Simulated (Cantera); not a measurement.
What does this Cantera script print?

```python
import numpy as np
import cantera as ct

gas_names = [...]  # 110 gases of nasa_gas.yaml made of C, H, O
cond_names = """
    C(gr) C6H6(L) C7H8(L) C8H18(L),n-octa H2O(s) H2O(L)
""".split()


# ... load() reads the species with a 1 bar reference pressure and builds the phases ...
atoms = {
    'C2H5OH': {'C': 2, 'H': 6, 'O': 1},
    'CO2': {'C': 1, 'O': 2},
    'H2': {'H': 2},
}
top_T = {'C(gr)': 4500}  # K; cautious upper limits of use, not melting points


# ... equilibrate(T, P, feed) seeds the gas with the atoms and calls Mixture.equilibrate('TP', solver="vcs", rtol=1e-11, max_steps=5000) ...
results = []
feed = {'C2H5OH': 1, 'CO2': 0.044, 'H2': 45}  # mol
T = 1298  # K
for P in [10, 56, 320, 1800, 10000, 56000, 320000, 1800000, 10000000]:
    mix = equilibrate(T, P, feed)
    results.append((T, P, feed, dict(zip(mix.species_names, mix.species_moles))))

top = {s: max(r[3][s] / sum(r[3][g] for g in gas_names) for r in results) for s in gas_names}
cols = sorted((s for s in top if top[s] > 0.001), key=lambda s: -top[s])[:5]
seen = [c for c in cond_names if any(r[3].get(c, 0) > 1e-12 for r in results)]
print("log10 of partial pressures in bar; condensed amounts in mol")
print(f"{'P/Pa':>10s}" + "".join(f"{s[:9]:>10s}" for s in cols + seen))
for T, P, feed, n in results:
    ng = sum(n[g] for g in gas_names)
    print(f"{P:10.4g}" + "".join(f"{np.log10(max(n[s] / ng * P / 1e5, 1e-99)):10.3f}" for s in cols)
          + "".join(f"{n.get(c, 0):10.4g}" for c in seen))
```

Result:

```
log10 of partial pressures in bar; condensed amounts in mol
      P/Pa        H2       CH4        CO       H2O     C(gr)
        10    -4.010   -10.118    -5.654   -11.696    0.9559
        56    -3.262    -8.622    -4.906   -10.200    0.9557
       320    -2.505    -7.108    -4.149    -8.686    0.9548
      1800    -1.755    -5.608    -3.399    -7.185    0.9494
     1e+04    -1.010    -4.119    -2.654    -5.696    0.9196
   5.6e+04    -0.263    -2.626    -1.907    -4.202    0.7548
   3.2e+05     0.486    -1.181    -1.154    -2.646         0
   1.8e+06     1.232    -0.273    -0.613    -0.775         0
     1e+07     1.970     0.631    -0.807     0.342         0
```

Equilibrium computed with Cantera from the NASA thermochemical tables; the gas is ideal and each condensed phase is pure. The ideal-gas law is rough above about 30 bar.
